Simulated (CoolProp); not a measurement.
Saturated liquid density (kg/m³) of ethanol: the reference equation beside estimates from Tc = 241.6 °C, pc = 6268 kPa, ω = 0.644. Rackett uses Z = 0.29056 − 0.08775 ω.

Model: reference Helmholtz-energy equation of state, Schroeder 2014, in CoolProp.

| T (°C) | reference | Rackett | van der Waals | Redlich-Kwong | Soave-Redlich-Kwong | Peng-Robinson |
|---|---|---|---|---|---|---|
| 38.05 | 773.7 | 878.3 | 414.6 | 610.0 | 658.5 | 741.0 |
| 53.65 | 759.8 | 856.5 | 405.7 | 594.6 | 645.7 | 727.3 |
| 69.15 | 745.4 | 834.2 | 396.5 | 578.4 | 631.7 | 712.3 |
| 84.75 | 730.1 | 810.8 | 386.7 | 561.1 | 616.3 | 695.7 |
| 100.35 | 713.6 | 786.4 | 376.3 | 542.6 | 599.3 | 677.2 |
| 115.85 | 695.8 | 761.1 | 365.3 | 523.0 | 580.5 | 656.7 |
| 131.45 | 676.0 | 734.1 | 353.5 | 501.7 | 559.6 | 633.6 |
| 146.95 | 654.1 | ? | 340.8 | 478.9 | 536.2 | 607.6 |
| 162.55 | 629.2 | 674.6 | 326.9 | 453.7 | 509.5 | ? |
| 178.05 | ? | 640.8 | 311.5 | 426.1 | 479.0 | 543.1 |
| 193.65 | 569.5 | 602.4 | 294.0 | 394.8 | 443.0 | 501.8 |

### Question
Fill in the missing entries.

### Answer

- 146.95, Rackett: 705.6
- 162.55, Peng-Robinson: 577.6
- 178.05, reference: 601.3

Absolute difference from the reference over all 11 rows, mean and median: Rackett 9.5 and 9.4 %, van der Waals 47.4 and 47.5 %, Redlich-Kwong 25.2 and 24.8 %, Soave-Redlich-Kwong 17.3 and 16.6 %, Peng-Robinson 6.5 and 5.6 %.
